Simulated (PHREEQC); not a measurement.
Dissolve 22 mmol/kgw Na2CO3 and 1.1 mmol/kgw CO2 at 25 °C. Closed to the air; pH follows from the charge balance.

Equilibrium calculation in PHREEQC: ion-association model, phreeqc.dat.

```
Item                           Value
--------------------  --------------
pH                             10.79
ionic strength        0.0540 mol/kgw
specific conductance      3650 µS/cm
density                  1.000 g/cm³
total alkalinity         44.0 meq/kg
```

| species | molality | activity | log γ |
|---|---|---|---|
| Na+ | 0.0389 | 0.0319 | -0.086 |
| CO3-2 | 0.0151 | 0.00696 | -0.336 |
| NaCO3- | 0.00506 | 0.00413 | -0.088 |
| HCO3- | 0.00293 | 0.00241 | -0.084 |
| OH- | 0.000771 | 0.000621 | -0.094 |
| NaHCO3 | 4.28e-5 | 4.33e-5 | 0.005 |
| CO2 | 8.73e-8 | 8.84e-8 | 0.005 |

Precipitation was switched off in this run.
